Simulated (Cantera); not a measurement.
Cantera run:

```python
import numpy as np
import cantera as ct

gas_names = """
    Br2 Si SiBr4
""".split()
cond_names = """

""".split()


def load(file, names, dense=False):
    # The tables refer to 1 bar. Condensed volumes are neglected.
    table = {s.name: s for s in ct.Species.list_from_file(file)}
    out = []
    for n in names:
        d = dict(table[n].input_data)
        d["thermo"] = dict(d["thermo"], **{"reference-pressure": 1e5})
        if dense:
            d["equation-of-state"] = {"model": "constant-volume", "density": "1e6 g/cm^3"}
        out.append(ct.Species.from_dict(d))
    return out


species = {s.name: s for s in load("nasa_gas.yaml", gas_names) + load("nasa_condensed.yaml", cond_names)}
# Each term lists the table entries of one substance; the one whose range holds T is used.
reactions = {
    '2 Br2(g) + Si(g) = SiBr4(g)':
        [(-2, ['Br2']), (-1, ['Si']), (1, ['SiBr4'])],
}


def pick(names, T):
    return next(species[n] for n in names if species[n].thermo.min_temp <= T <= species[n].thermo.max_temp)


results = []
for label, terms in reactions.items():
    print(label)
    print("     T/K   dH/kJ  dS/(J/K)   dG/kJ   log10 K")
    for T in [475, 675, 875, 1075, 1275, 1475, 1675, 1875, 2075, 2275, 2475]:
        used = [(nu, pick(names, T)) for nu, names in terms]
        dH = sum(nu * s.thermo.h(T) for nu, s in used) / 1e6
        dS = sum(nu * s.thermo.s(T) for nu, s in used) / 1e3
        dG = dH - T * dS / 1e3
        logK = -dG * 1e6 / (ct.gas_constant * T * np.log(10))
        results.append((label, T, dH, dS, dG, logK, [s.name for _, s in used]))
        print(f"{T:8g} {dH:8.1f} {dS:8.1f} {dG:8.1f} {logK:8.2f}")
```

It prints:

```
2 Br2(g) + Si(g) = SiBr4(g)
     T/K   dH/kJ  dS/(J/K)   dG/kJ   log10 K
     475   -926.3   -277.0   -794.7    87.39
     675   -924.5   -273.9   -739.6    57.23
     875   -922.5   -271.4   -685.1    40.90
    1075   -920.5   -269.2   -631.1    30.66
    1275   -918.4   -267.4   -577.4    23.65
    1475   -916.3   -265.9   -524.1    18.56
    1675   -914.4   -264.7   -471.0    14.69
    1875   -912.6   -263.7   -418.2    11.65
    2075   -911.1   -263.0   -365.5     9.20
    2275   -909.9   -262.4   -313.0     7.19
    2475   -908.8   -261.9   -260.5     5.50
```

Standard-state values (1 bar) from the NASA 1993 polynomials, evaluated with Cantera. Condensed species are held in their standard states even where they would react or evaporate.
